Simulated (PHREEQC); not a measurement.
Dissolve 0.0012 mol HF, 0.033 mol NaF and 0.14 mol H2SO4 per kg of water at 20 °C. Closed to the air; pH follows from the charge balance.

Computed with PHREEQC (ion-association model, wateq4f.dat).

This is a speciation only: nothing precipitates in the calculation.

Problem. What pH, activity of water, ionic strength does the model give?

Solution. pH 0.96; activity of water 0.994; ionic strength 0.197 mol/kgw.

Problem. In which forms is Na present?

Solution. Na+ 96 %, NaSO4- 3.9 % of the Na.

wateq4f.dat counts part of the HF as a dimer, H2F2, which phreeqc.dat doesn't know; its constant is uncertain.
